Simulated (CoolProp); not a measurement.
Vapour-liquid equilibrium of n-heptane (1) + m-xylene (2) at 450.5 K; x and y are mole fractions of (1).

The numbers come from the multi-fluid Helmholtz-energy mixture model, Span 2003 and Zhou 2012; pair parameters Bell 2016 in CoolProp.

Problem. Give the bubble pressure and the first vapour's composition at x = 0.05, 0.35, 0.95. Is there an azeotrope?

Solution. x = 0.05: 0.2818 MPa, y = 0.128; x = 0.35: 0.4124 MPa, y = 0.559; x = 0.95: 0.6327 MPa, y = 0.972. No azeotrope shows between x = 0.05 and 0.95.

Pair parameters are fitted to limited data, so mixtures are less certain than the pure fluids.
